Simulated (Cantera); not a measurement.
**Ammonia decomposition in nitride growth gas**

An isothermal, constant-pressure homogeneous reactor starts with NH3 : N2 = 1 : 0.33 (molar parts), at 1625 K and 18000 Pa.

Detailed kinetics in Cantera: the gas-phase N/H chemistry of the illustrative SiF4/NH3 mechanism in the Surface Chemkin manual (1991). Walls and surfaces, which speed up NH3 decomposition in real reactors, are not modelled.

```
t (s)     x NH3    x N2H2    x N2H4      x NH       x N     x NH2
--------  -----  --------  --------  --------  --------  --------
4.00e-6   0.752    <1e-12    <1e-12    <1e-12    <1e-12   6.62e-8
1.37e-5   0.752    <1e-12    <1e-12    <1e-12    <1e-12   2.43e-7
4.66e-5   0.752  6.31e-12  1.67e-12  6.76e-12    <1e-12   8.47e-7
0.000159  0.752  1.84e-10  2.71e-11  1.35e-10    <1e-12   2.91e-6
0.000543  0.752   3.54e-9  3.48e-10   2.52e-9    <1e-12   9.93e-6
0.00185   0.752   5.05e-8   4.12e-9   3.15e-8  8.57e-12   3.36e-5
0.00632   0.752   5.09e-7   3.73e-8   2.12e-7  7.04e-11  0.000101
0.0216    0.751   1.02e-6   7.28e-8   3.61e-7  3.30e-10  0.000141
0.0737    0.748   1.02e-6   7.19e-8   3.83e-7   1.07e-9  0.000140
0.251     0.737   9.93e-7   6.85e-8   4.34e-7   3.42e-9  0.000137
0.858     0.702   9.12e-7   6.12e-8   5.12e-7   8.84e-9  0.000129
2.93      0.600   6.95e-7   4.76e-8   5.54e-7   1.50e-8  0.000114
10.0      0.385   3.37e-7   2.53e-8   4.97e-7   1.81e-8   8.30e-5
```
x: mole fraction; the columns are a selection and need not sum to one.

Equilibrium at this temperature and pressure: NH3 2.40e-6, N2H2 <1e-12, N2H4 <1e-12, NH 1.77e-11, N 1.63e-12, NH2 1.21e-9 (gas phase only).
